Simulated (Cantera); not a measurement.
Input: 1 mol SiO2, 0.51 mol CH4, 1.7 mol H2, equilibrated at 0.000630 bar.

Cantera equilibrium calculation (NASA polynomials, part measured and part estimated; ideal gas, pure solids and liquids). Candidate condensed phases: C, C6H6, C7H8, C8H18, H2O, Si, SiC, SiO2; 123 gas species. Mutual solubility and eutectic melting of coexisting phases are not modelled. The tables hold silica as quartz up to 1696 K and as liquid above; real silica turns to tridymite and cristobalite and melts near 1996 K. Equilibrium is a limit: real reactors are often held back by kinetics, nucleation or transport.

What share of the Si ends up in condensed phases as a function of T (K), at 1373, 1573, 1773, 1973, 2173, 2373, 2573?


| T (K) | Si condensed (%) | as |
|---|---|---|
| 1373 | 95.7 | SiC(s) + SiO2(β-quartz) |
| 1573 | 49.0 | SiO2(β-quartz) |
| 1773 | 45.0 | SiO2(condensed) |
| 1973 | 0.0 | - |
| 2173 | 0.0 | - |
| 2373 | 0.0 | - |
| 2573 | 0.0 | - |
